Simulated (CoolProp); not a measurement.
R410A at several states: Z from the reference equation and from simpler models built on Tc = 344.5 K, pc = 4.901 MPa, ω = 0.296; each cubic takes its own stable root.

Values from CoolProp's reference Helmholtz-energy equation of state, Lemmon 2003. It is a pseudo-pure fit of the blend.

```csv
T (K),p (MPa),phase,reference,van der Waals,Redlich-Kwong,Soave-Redlich-Kwong,Peng-Robinson
410.7,0.0114,gas,0.9995,0.9996,0.9995,0.9996,0.9995
239.3,27.1,liquid,0.7288,1.235,0.8799,0.8587,0.7648
469.9,0.354,gas,0.9915,0.9902,0.9904,0.9928,0.9909
229.4,5.79,liquid,0.1645,0.2925,0.2030,0.1956,0.1734
435.5,3.03,gas,0.9018,0.8904,0.8925,0.9133,0.8969
```
